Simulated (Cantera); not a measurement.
Thermodynamics of abatement and gas-phase synthesis, feed CO2 + H2 + O2

A closed system holds: 1 mol CO2, a varied amount of H2, 5.3 mol O2, held at 875 K and 13.3 mbar.

Method: chemical equilibrium by Gibbs-energy minimisation in Cantera with the NASA 1993 tables (ideal gas, pure condensed phases). Candidate condensed phases: C, C6H6, C7H8, C8H18, H2O; 110 gas species. Rates play no part.

```json
[
 {"n(H2) (mol)": "0.99", "x H2O": "0.146", "x O2": "0.707", "x CO2": "0.147", "x OH": "3.40e-8"},
 {"n(H2) (mol)": "1.3", "x H2O": "0.187", "x O2": "0.669", "x CO2": "0.144", "x OH": "3.80e-8"},
 {"n(H2) (mol)": "1.8", "x H2O": "0.250", "x O2": "0.611", "x CO2": "0.139", "x OH": "4.29e-8"},
 {"n(H2) (mol)": "2.3", "x H2O": "0.309", "x O2": "0.557", "x CO2": "0.134", "x OH": "4.66e-8"},
 {"n(H2) (mol)": "3.1", "x H2O": "0.395", "x O2": "0.478", "x CO2": "0.127", "x OH": "5.07e-8"},
 {"n(H2) (mol)": "4.1", "x H2O": "0.491", "x O2": "0.389", "x CO2": "0.120", "x OH": "5.37e-8"},
 {"n(H2) (mol)": "5.5", "x H2O": "0.608", "x O2": "0.282", "x CO2": "0.110", "x OH": "5.51e-8"},
 {"n(H2) (mol)": "7.3", "x H2O": "0.734", "x O2": "0.166", "x CO2": "0.101", "x OH": "5.30e-8"},
 {"n(H2) (mol)": "9.7", "x H2O": "0.870", "x O2": "0.0404", "x CO2": "0.0897", "x OH": "4.06e-8"}
]
```
x: gas mole fraction; nothing condenses.

From 0.99 mol H2 to 9.7 mol H2 nothing is condensed. The main C-bearing gas is CO2 throughout.
